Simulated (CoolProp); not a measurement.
Vapour-liquid equilibrium of dimethyl ether (1) + R236EA (2) at 10.05 °C; x and y are mole fractions of (1).

Computed with CoolProp (multi-fluid Helmholtz-energy mixture model, Wu 2011 and Rui 2013; pair parameters Bell 2016).

```
x     bubble pressure (kPa)  y at the bubble point  dew pressure at overall composition x (kPa)  liquid density (mol/L)
----  ---------------------  ---------------------  -------------------------------------------  ----------------------
0.05             (withheld)                  0.061                                        119.4                   9.896
0.15                  123.7                  0.194                                        122.2              (withheld)
0.25                  130.5                  0.342                                        125.9                   10.79
0.35                  142.0                  0.500                                        131.0                   11.27
0.45                  159.9                  0.652                                   (withheld)                   11.78
0.55                  186.0                  0.780                                   (withheld)                   12.30
0.65             (withheld)             (withheld)                                   (withheld)                   12.85
0.75                  262.8                  0.938                                        178.4                   13.42
0.85                  309.0                  0.975                                        209.1                   13.99
0.95                  353.9                  0.994                                        274.9              (withheld)
```

Q: Complete the blanks.

A: 
- 0.05, bubble pressure (kPa): 119.7
- 0.15, liquid density (mol/L): 10.33
- 0.45, dew pressure at overall composition x (kPa): 137.7
- 0.55, dew pressure at overall composition x (kPa): 146.9
- 0.65, bubble pressure (kPa): 220.6
- 0.65, y at the bubble point: 0.876
- 0.65, dew pressure at overall composition x (kPa): 159.6
- 0.95, liquid density (mol/L): 14.58

No azeotrope shows between x = 0.05 and 0.95.

Pair parameters are fitted to limited data, so mixtures are less certain than the pure fluids.
